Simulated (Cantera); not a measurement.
Cantera run, input and output.

```python
import numpy as np
import cantera as ct

gas = ct.Solution("gri30.yaml")
gas.TPX = 1675, 100000, {'NO': 1, 'N2': 1.4}
reactor = ct.IdealGasConstPressureReactor(gas, energy="off", clone=False)
net = ct.ReactorNet([reactor])
net.rtol, net.atol = 1e-08, 1e-18
show = ['NO', 'N2O', 'O', 'O2', 'N2', 'NO2']
times = np.geomspace(4e-05, 20, 12)

steps = ct.SolutionArray(gas, extra=["t"])
rows = []
print(f"{'t/s':>10s}{'T/K':>9s}{'P/Pa':>11s}" + "".join(f"{s:>11s}" for s in show))
for t in times:
    while net.time < t:
        t_next = net.step()
        steps.append(gas.state, t=t_next)
    rows.append([np.interp(t, steps.t, y) for y in (steps.T, steps.P, *steps(*show).X.T)])
    print(f"{t:10.3e}{rows[-1][0]:9.1f}{rows[-1][1]:11.4g}" + "".join(f"{x:11.3e}" for x in rows[-1][2:]))
rate = np.gradient(steps.T, steps.t)
print("integrator steps:", len(steps.t))
if steps.T.max() > steps.T[0] + 200:
    print(f"time of steepest temperature rise: {steps.t[rate.argmax()]:.4e} s")
gas.TPX = 1675, 100000, {'NO': 1, 'N2': 1.4}
gas.equilibrate("TP")
print(f"equilibrium (TP): T = {gas.T:.1f} K  " + "  ".join(f"{s} {gas[s].X[0]:.3e}" for s in show))
```

Result:

```
       t/s      T/K       P/Pa         NO        N2O          O         O2         N2        NO2
 4.000e-05   1675.0      1e+05  4.167e-01  4.805e-07  1.749e-07  4.913e-10  5.833e-01  3.089e-07
 1.319e-04   1675.0      1e+05  4.167e-01  1.571e-06  2.036e-07  2.687e-09  5.833e-01  1.404e-06
 4.347e-04   1675.0      1e+05  4.167e-01  5.043e-06  2.554e-07  1.653e-08  5.833e-01  5.167e-06
 1.433e-03   1675.0      1e+05  4.166e-01  1.525e-05  4.331e-07  1.786e-07  5.833e-01  1.860e-05
 4.725e-03   1675.0      1e+05  4.165e-01  3.849e-05  1.024e-06  3.777e-06  5.834e-01  6.733e-05
 1.558e-02   1675.0      1e+05  4.162e-01  6.316e-05  2.056e-06  7.570e-05  5.835e-01  1.621e-04
 5.136e-02   1675.0      1e+05  4.153e-01  6.690e-05  2.342e-06  4.965e-04  5.840e-01  1.886e-04
 1.693e-01   1675.0      1e+05  4.124e-01  6.591e-05  2.681e-06  1.910e-03  5.854e-01  2.169e-04
 5.582e-01   1675.0      1e+05  4.032e-01  6.282e-05  3.551e-06  6.466e-03  5.900e-01  2.864e-04
 1.840e+00   1675.0      1e+05  3.752e-01  5.410e-05  5.379e-06  2.033e-02  6.040e-01  4.121e-04
 6.067e+00   1675.0      1e+05  3.040e-01  3.520e-05  8.386e-06  5.585e-02  6.396e-01  5.285e-04
 2.000e+01   1675.0      1e+05  1.821e-01  1.257e-05  1.187e-05  1.169e-01  7.006e-01  4.523e-04
integrator steps: 913
equilibrium (TP): T = 1675.0 K  NO 2.630e-03  N2O 1.547e-07  O 1.564e-05  O2 2.070e-01  N2 7.903e-01  NO2 8.664e-06
```

Cantera simulation using GRI-Mech 3.0 (53 species, 325 reactions); the numbers are that mechanism's predictions, not measurements.
